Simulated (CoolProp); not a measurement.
Values from CoolProp's reference Helmholtz-energy equation of state, Lemmon 2003. It is a pseudo-pure fit of the blend.

Question: For R407C, give the phase and the Joule-Thomson coefficient (K/MPa) at 27.55 °C and 0.101 MPa; 50.25 °C and 0.101 MPa.

Answer: 
- 27.55 °C and 0.101 MPa: gas; Joule-Thomson coefficient 19.9
- 50.25 °C and 0.101 MPa: gas; Joule-Thomson coefficient 15.4
